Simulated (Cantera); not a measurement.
Charge: 1 mol CH3SiH3, 0.039 mol C3H8, 9.2 mol H2, held at 100 Torr.

Method: chemical equilibrium by Gibbs-energy minimisation in Cantera with the NASA 1993 tables (ideal gas, pure condensed phases). Candidate condensed phases: C, C6H6, C7H8, C8H18, Si, SiC; 87 gas species. The feed counts by its element totals alone. Gases not in the tables: Si2H6 and higher silanes. Equilibrium is a limit: real reactors are often held back by kinetics, nucleation or transport.

Q: Which condensed phases are stable at each of these points (T (K)): 1775, 1850, 1925, 2000, 2075, 2150, 2225, 2300, 2375, 2450, 2525, 2600?

A: 
| T (K) | condensed phases | Si condensed (%) |
|---|---|---|
| 1775 | C(graphite) + SiC(s) | 100.0 |
| 1850 | C(graphite) + SiC(s) | 100.0 |
| 1925 | C(graphite) + SiC(s) | 100.0 |
| 2000 | C(graphite) + SiC(s) | 100.0 |
| 2075 | C(graphite) + SiC(s) | 99.9 |
| 2150 | C(graphite) + SiC(s) | 99.7 |
| 2225 | C(graphite) + SiC(s) | 99.2 |
| 2300 | C(graphite) + SiC(s) | 98.1 |
| 2375 | SiC(s) | 95.4 |
| 2450 | SiC(s) | 88.9 |
| 2525 | SiC(s) | 75.1 |
| 2600 | C(graphite) + SiC(s) | 46.1 |

From 1775 K to 2300 K the condensed part is C(graphite) + SiC(s). From 2375 K to 2525 K the condensed part is SiC(s). At 2600 K the condensed part is C(graphite) + SiC(s).
